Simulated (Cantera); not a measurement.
A closed system holds: 1 mol C, 24 mol H2, at 823.15 K and 1300000 Pa.

Equilibrium computed with Cantera from the NASA thermochemical tables; the gas is ideal and each condensed phase is pure. Candidate condensed phases: C, C6H6, C7H8, C8H18; 76 gas species. Equilibrium is a limit: real reactors are often held back by kinetics, nucleation or transport.

Base state: H2 0.957, CH4 0.0435 (mole fractions); condensed: gas only.

**Question.** What changes in the equilibrium state with this change: temperature from 823.15 K to 1948.15 K?

**Answer.** 
```
species           before     after
----------------  ------  --------
H2                 0.957     0.993
CH4               0.0435   0.00627
C2H2 (acetylene)   <1e-9  0.000536
H                  <1e-9  0.000313
C2H4               <1e-9   6.27e-5
CH3                <1e-9   3.93e-5
C(graphite), mol       0     0.821
```
